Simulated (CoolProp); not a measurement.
Vapour-liquid equilibrium of cyclopropane (1) + R134a (2) at 0.56 MPa; x and y are mole fractions of (1).

Values from CoolProp's multi-fluid Helmholtz-energy mixture model, Polt 1992 and Tillner-Roth 1994; pair parameters Bell 2016. This equation is an older, rougher fit; its heat capacities, sound speeds and derivatives of the liquid may be far off and weren't checked against measurements.

Problem. Give the bubble temperature and the first vapour's composition at x = 0.125, 0.2, 0.275. Is there an azeotrope?

Solution. x = 0.125: 286.0 K, y = 0.259; x = 0.2: 283.6 K, y = 0.354; x = 0.275: 282.0 K, y = 0.421. y crosses x between x = 0.5 and 0.575: the model has an azeotrope there.

The pair parameters rest on a limited set of measurements; away from them the model extrapolates.
